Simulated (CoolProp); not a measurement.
Model: reference Helmholtz-energy equation of state, Tillner-Roth 1997, in CoolProp.

Problem. Give the vapour pressure (bar), liquid density (kg/m³), vapour density (kg/m³), surface tension (mN/m) of saturated CH2F2 (R32) at -38.25 °C.

Solution. 
| T (°C) | p (bar) | liquid density (kg/m³) | vapour density (kg/m³) | surface tension (mN/m) |
|---|---|---|---|---|
| -38.25 | 1.92 | 1180 | 5.46 | 18.0 |

Surface tension comes from a separate correlation (Mulero 2012).
